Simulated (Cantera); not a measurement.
An adiabatic, constant-volume homogeneous reactor starts with CH4 : O2 : N2 = 1 : 1.67 : 6.27 (molar parts), equivalence ratio 1.2, at 1548 K and 930000 Pa. Integrator tolerance rtol = 1e-08.

Computed with Cantera and GRI-Mech 3.0 (53 species, 325 reactions). Above 3000 K some thermodynamic fits are extrapolated.

### Question
What does this change do: N2 6.27 to 17 parts?

### Answer
```csv
quantity,before,after
time of steepest temperature rise,0.128 ms,0.343 ms
temperature at 5.00 s,3153 K,2571 K
equilibrium temperature,3153 K,2571 K
x(CH4) at 5.00 s,2.32e-12 (gas-phase equilibrium 2.80e-12),<1e-12 (gas-phase equilibrium <1e-12)
x(O2) at 5.00 s,0.00625 (gas-phase equilibrium 0.00625),0.000246 (gas-phase equilibrium 0.000246)
x(C2H6) at 5.00 s,<1e-12 (gas-phase equilibrium <1e-12),<1e-12 (gas-phase equilibrium <1e-12)
x(NO) at 5.00 s,0.00898 (gas-phase equilibrium 0.00898),0.000926 (gas-phase equilibrium 0.000926)
x(H2O) at 5.00 s,0.162 (gas-phase equilibrium 0.162),0.0869 (gas-phase equilibrium 0.0869)
x(CH3) at 5.00 s,1.06e-11 (gas-phase equilibrium 1.28e-11),<1e-12 (gas-phase equilibrium <1e-12)
```

### Question
What does this change do: pressure from 930000 Pa to 500000 Pa?

### Answer
```json
[
 {"quantity": "time of steepest temperature rise", "before": "0.128 ms", "after": "0.213 ms"},
 {"quantity": "temperature at 5.00 s", "before": "3153 K", "after": "3097 K"},
 {"quantity": "equilibrium temperature", "before": "3153 K", "after": "3097 K"},
 {"quantity": "x(CH4) at 5.00 s", "before": "2.32e-12 (gas-phase equilibrium 2.80e-12)", "after": "<1e-12 (gas-phase equilibrium 1.07e-12)"},
 {"quantity": "x(O2) at 5.00 s", "before": "0.00625 (gas-phase equilibrium 0.00625)", "after": "0.00730 (gas-phase equilibrium 0.00730)"},
 {"quantity": "x(C2H6) at 5.00 s", "before": "<1e-12 (gas-phase equilibrium <1e-12)", "after": "<1e-12 (gas-phase equilibrium <1e-12)"},
 {"quantity": "x(NO) at 5.00 s", "before": "0.00898 (gas-phase equilibrium 0.00898)", "after": "0.00910 (gas-phase equilibrium 0.00910)"},
 {"quantity": "x(H2O) at 5.00 s", "before": "0.162 (gas-phase equilibrium 0.162)", "after": "0.158 (gas-phase equilibrium 0.158)"},
 {"quantity": "x(CH3) at 5.00 s", "before": "1.06e-11 (gas-phase equilibrium 1.28e-11)", "after": "4.64e-12 (gas-phase equilibrium 5.68e-12)"}
]
```
